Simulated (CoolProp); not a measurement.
Model: reference Helmholtz-energy equation of state, Lemmon 2006, in CoolProp. It is a short technical equation, of lower accuracy than the large ones.

Question: Give the vapour pressure (MPa), liquid density (kg/m³), vapour density (kg/m³), enthalpy of vaporisation (kJ/kg) of saturated carbonyl sulfide at 223.9, 231.4, 276.7 K.

Answer: 
| T (K) | p (MPa) | liquid density (kg/m³) | vapour density (kg/m³) | enthalpy of vaporisation (kJ/kg) |
|---|---|---|---|---|
| 223.9 | 0.106 | 1170 | 3.51 | 308 |
| 231.4 | 0.147 | 1160 | 4.78 | 303 |
| 276.7 | 0.722 | 1050 | 21.2 | 267 |
